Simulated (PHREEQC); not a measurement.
Dissolve 0.029 mol/kgw KH2PO4, 0.00057 mol/kgw NaOH and 0.0038 mol/kgw KCl at 20 °C. Closed to the air; pH follows from the charge balance.

Model: ion-association model, phreeqc.dat, run in PHREEQC.

```json
[
 {"quantity": "pH", "before": "5.31", "after": "10.89"},
 {"quantity": "ionic strength (mol/kgw)", "before": "0.0339", "after": "0.00437"}
]
```

### Question
Which change was made?
A. diluted 2-fold with water
B. NaOH from 0.00057 to 0.00285 mol/kgw
C. KCl replaced by KHF2 at the same molality
D. KH2PO4 left out
E. NaOH replaced by Na2SO4 at the same molality

### Answer
D, KH2PO4 left out

Precipitation was switched off in this run.
